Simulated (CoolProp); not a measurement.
Aqueous sodium chloride as a coolant, 13 % by mass, freezing at -9.0 °C, 1 atm.

Values from CoolProp's Melinder's fits for secondary coolants.

```csv
T (°C),viscosity (mPa s),density (kg/m³),conductivity (W/(m K)),Prandtl number
-5.9,2.69,___,0.544,17.7
-0.4,2.25,1100,0.553,14.5
5.1,1.90,1099,0.562,12.1
10.6,___,1097,___,___
16.2,1.40,1095,0.580,8.71
21.7,1.22,1092,0.588,7.53
27.2,1.09,1090,0.597,6.59
32.7,0.975,1088,0.606,5.84
```

Task: What belongs in the gaps?

Result: 
- -5.9, density (kg/m³): 1102
- 10.6, viscosity (mPa s): 1.62
- 10.6, conductivity (W/(m K)): 0.571
- 10.6, Prandtl number: 10.2
